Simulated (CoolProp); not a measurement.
Vapour-liquid equilibrium of R22 (1) + R123 (2) at 0.00914 MPa; x and y are mole fractions of (1).

Model: multi-fluid Helmholtz-energy mixture model, Kamei 1995 and Younglove 1994; pair parameters Bell 2016, in CoolProp.

Task: Give the bubble temperature and the first vapour's composition at x = 0.05, 0.15, 0.35. Is there an azeotrope?

Result: x = 0.05: 234.6 K, y = 0.589; x = 0.15: 219.1 K, y = 0.879; x = 0.35: 205.3 K, y = 0.971. No azeotrope shows between x = 0.05 and 0.95.

The pair parameters rest on a limited set of measurements; away from them the model extrapolates. The gap from Raoult's law changes sign with composition, which may be real or a fault of the pair parameters; it wasn't checked against measurements.
